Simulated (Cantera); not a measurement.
An adiabatic, constant-pressure homogeneous reactor starts with CO : H2 : O2 : N2 : CO2 = 1 : 0.75 : 0.417 : 1.57 : 0.25 (molar parts), at 1250 K and 500000 Pa. Integrator tolerance rtol = 1e-08.

Cantera simulation using GRI-Mech 3.0 (53 species, 325 reactions); the numbers are that mechanism's predictions, not measurements. The hydrogen kinetics of GRI-Mech 3.0 are dated; newer H2 mechanisms differ, most at raised pressure.

Q: What does this change do: initial temperature 1250 to 1525 K?

A: 
```tsv
quantity	before	after
time of steepest temperature rise	13.7 µs	3.57 µs
temperature at 7.00 s	2636 K	2804 K
equilibrium temperature	2636 K	2804 K
x(CO) at 7.00 s	0.216 (gas-phase equilibrium 0.216)	0.220 (gas-phase equilibrium 0.220)
x(H2) at 7.00 s	0.0410 (gas-phase equilibrium 0.0410)	0.0401 (gas-phase equilibrium 0.0401)
x(O2) at 7.00 s	0.000403 (gas-phase equilibrium 0.000403)	0.00156 (gas-phase equilibrium 0.00156)
x(NO2) at 7.00 s	7.18e-8 (gas-phase equilibrium 7.18e-8)	3.07e-7 (gas-phase equilibrium 3.07e-7)
x(NO) at 7.00 s	0.000945 (gas-phase equilibrium 0.000945)	0.00237 (gas-phase equilibrium 0.00237)
x(HO2) at 7.00 s	3.52e-7 (gas-phase equilibrium 3.52e-7)	1.38e-6 (gas-phase equilibrium 1.38e-6)
x(CO2) at 7.00 s	0.132 (gas-phase equilibrium 0.132)	0.126 (gas-phase equilibrium 0.126)
```

Q: What does this change do: pressure from 500000 Pa to 100000 Pa?

A: 
| quantity | before | after |
|---|---|---|
| time of steepest temperature rise | 13.7 µs | 49.6 µs |
| temperature at 7.00 s | 2636 K | 2582 K |
| equilibrium temperature | 2636 K | 2582 K |
| x(CO) at 7.00 s | 0.216 (gas-phase equilibrium 0.216) | 0.217 (gas-phase equilibrium 0.217) |
| x(H2) at 7.00 s | 0.0410 (gas-phase equilibrium 0.0410) | 0.0415 (gas-phase equilibrium 0.0415) |
| x(O2) at 7.00 s | 0.000403 (gas-phase equilibrium 0.000403) | 0.00115 (gas-phase equilibrium 0.00115) |
| x(NO2) at 7.00 s | 7.18e-8 (gas-phase equilibrium 7.18e-8) | 8.83e-8 (gas-phase equilibrium 8.83e-8) |
| x(NO) at 7.00 s | 0.000945 (gas-phase equilibrium 0.000945) | 0.00146 (gas-phase equilibrium 0.00146) |
| x(HO2) at 7.00 s | 3.52e-7 (gas-phase equilibrium 3.52e-7) | 4.48e-7 (gas-phase equilibrium 4.48e-7) |
| x(CO2) at 7.00 s | 0.132 (gas-phase equilibrium 0.132) | 0.130 (gas-phase equilibrium 0.130) |
